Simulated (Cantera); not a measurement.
Standard-state values (1 bar) from the NASA 1993 polynomials, evaluated with Cantera. Values are per mole of reaction as written; species without (g) are pure solids or liquids, kept so even where they would boil at 1 bar. VN: taken at fixed stoichiometry.

2 NO(g) + V₂O₃ = 2 VN + 5 O(g), with ΔH° = 1847.9 kJ and ΔS° = 360.3 J/K at 300 K.

Problem. How far is the shortcut ΔG° ≈ ΔH°(300 K) − T·ΔS°(300 K) from the full temperature-dependent value at 848, 998, 1148, 1298, 1448, 1598, 1748, 1898, 2048, 2198 K?

Solution. 
```
T (K)  shortcut (kJ)  full (kJ)  difference (kJ)  difference in log10 K
-----  -------------  ---------  ---------------  ---------------------
848           1542.3     1537.1              5.3                  -0.32
998           1488.3     1480.7              7.6                  -0.40
1148          1434.2     1424.2             10.0                  -0.45
1298          1380.2     1367.7             12.5                  -0.50
1448          1326.1     1311.1             15.0                  -0.54
1598          1272.1     1254.5             17.6                  -0.57
1748          1218.0     1198.0             20.0                  -0.60
1898          1164.0     1141.6             22.4                  -0.62
2048          1109.9     1085.2             24.7                  -0.63
2198          1055.9     1029.0             26.8                  -0.64
```
The shortcut ignores the heat-capacity change of the reaction.
